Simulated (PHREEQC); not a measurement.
Make-up at 25 °C: 66 mmol/kgw NaH2PO4 and 4.3 mmol/kgw NaOH. Closed to the air; pH follows from the charge balance.

Model: ion-association model, phreeqc.dat, run in PHREEQC.

```json
[
 {"quantity": "pH", "before": "5.74", "after": "5.63"},
 {"quantity": "ionic strength (mol/kgw)", "before": "0.0742", "after": "0.0742"},
 {"quantity": "H2PO4- (mol/kgw)", "before": "0.0617", "after": "0.0617"},
 {"quantity": "HPO4-2 (mol/kgw)", "before": "0.00409", "after": "0.00411"},
 {"quantity": "NaHPO4- (mol/kgw)", "before": "0.000230", "after": "0.000216"},
 {"quantity": "H3PO4 (mol/kgw)", "before": "1.31e-5", "after": "2.51e-5"}
]
```

Q: Name the change that produced these shifts.
A. temperature from 25 to 65 °C
B. NaOH left out
C. NaH2PO4 from 0.066 to 0.033 mol/kgw
D. 0.0066 mol/kgw NaHS added
E. diluted 10-fold with water

A: A, temperature from 25 to 65 °C

No solid was allowed to form. Constants without temperature data keep their 25 °C values here.
